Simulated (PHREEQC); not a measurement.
**Metal-bearing waste water**

Solution (25 °C): 0.18 mol FeSO4, 0.00032 mol MgSO4, 0.002 mol NaH2PO4 and 0.0042 mol Na2SO4 per kg of water. Closed to the air; pH follows from the charge balance.

Computed with PHREEQC (ion-association model, phreeqc.dat).

Each row changes one thing in this solution. This is a speciation only: nothing precipitates in the calculation.

```
case                                     pH  ionic strength (mol/kgw)  SO4-2 (mol/kgw)  Na+ (mol/kgw)  NaSO4- (mol/kgw)  H2PO4- (mol/kgw)
-------------------------------------  ----  ------------------------  ---------------  -------------  ----------------  ----------------
as made                                4.96                     0.379           0.0956        0.00935           0.00105          0.000146
temperature from 25 to 5 °C            4.95                     0.430            0.109        0.00936           0.00104          0.000130
0.014 mol/kgw KCl added                4.96                     0.395           0.0956        0.00937           0.00103          0.000146
temperature from 25 to 40 °C           4.98                (withheld)           0.0877        0.00935           0.00105          0.000159
Na2SO4 from 0.0042 to 0.00042 mol/kgw  4.96                     0.371           0.0931        0.00256          0.000282          0.000145
FeSO4 left out                         4.97                    0.0153          0.00430         0.0103          0.000136           0.00197
temperature from 25 to 85 °C           5.05                     0.282           0.0715        0.00938           0.00102          0.000200
Na2SO4 left out                        4.96                     0.370       (withheld)        0.00180          0.000198          0.000145
MgSO4 left out                         4.96                     0.378           0.0955        0.00935           0.00105          0.000146
```

Problem. Complete the blanks.

Solution. 
- temperature from 25 to 40 °C, ionic strength (mol/kgw): 0.347
- Na2SO4 left out, SO4-2 (mol/kgw): 0.0928

Some of these states are supersaturated (in Vivianite, for instance). At this temperature some constants are extrapolated from 25 °C, and those without enthalpy data are left unchanged.
